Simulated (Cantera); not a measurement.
An adiabatic, constant-volume homogeneous reactor starts with CH₃OH : O₂ : N₂ = 1 : 2.14 : 8.06 (molar parts), at 1225 K and 1200000 Pa. Integrator tolerance rtol = 1e-08.

Model: GRI-Mech 3.0 (53 species, 325 reactions), integrated in Cantera. GRI-Mech 3.0 was tuned for natural gas; its chemistry of methanol as a main component is partial and can be far from experiment. The pressure lies above the range GRI-Mech 3.0 was tuned for (to about 10 atm).

Question: What does this change do: constant pressure in place of constant volume?

Answer: 
```csv
quantity,before,after
time of steepest temperature rise,0.916 ms,0.942 ms
temperature at 9.00 s,2793 K,2544 K
equilibrium temperature,2793 K,2544 K
x(CH₃OH) at 9.00 s,<1e-12 (gas-phase equilibrium <1e-12),<1e-12 (gas-phase equilibrium <1e-12)
x(O₂) at 9.00 s,0.0481 (gas-phase equilibrium 0.0481),0.0495 (gas-phase equilibrium 0.0495)
x(NO) at 9.00 s,0.0162 (gas-phase equilibrium 0.0162),0.0112 (gas-phase equilibrium 0.0112)
x(HCN) at 9.00 s,4.48e-10 (gas-phase equilibrium 4.48e-10),3.80e-11 (gas-phase equilibrium 3.80e-11)
x(H₂O) at 9.00 s,0.160 (gas-phase equilibrium 0.160),0.164 (gas-phase equilibrium 0.164)
x(H) at 9.00 s,0.000803 (gas-phase equilibrium 0.000803),0.000351 (gas-phase equilibrium 0.000351)
x(CO₂) at 9.00 s,0.0751 (gas-phase equilibrium 0.0751),0.0801 (gas-phase equilibrium 0.0801)
```

Question: What does this change do: initial temperature 1225 to 1448 K?

Answer: 
| quantity | before | after |
|---|---|---|
| time of steepest temperature rise | 0.916 ms | 47.6 µs |
| temperature at 9.00 s | 2793 K | 2901 K |
| equilibrium temperature | 2793 K | 2901 K |
| x(CH₃OH) at 9.00 s | <1e-12 (gas-phase equilibrium <1e-12) | <1e-12 (gas-phase equilibrium <1e-12) |
| x(O₂) at 9.00 s | 0.0481 (gas-phase equilibrium 0.0481) | 0.0484 (gas-phase equilibrium 0.0484) |
| x(NO) at 9.00 s | 0.0162 (gas-phase equilibrium 0.0162) | 0.0187 (gas-phase equilibrium 0.0187) |
| x(HCN) at 9.00 s | 4.48e-10 (gas-phase equilibrium 4.48e-10) | 1.19e-9 (gas-phase equilibrium 1.19e-9) |
| x(H₂O) at 9.00 s | 0.160 (gas-phase equilibrium 0.160) | 0.155 (gas-phase equilibrium 0.155) |
| x(H) at 9.00 s | 0.000803 (gas-phase equilibrium 0.000803) | 0.00154 (gas-phase equilibrium 0.00154) |
| x(CO₂) at 9.00 s | 0.0751 (gas-phase equilibrium 0.0751) | 0.0697 (gas-phase equilibrium 0.0697) |
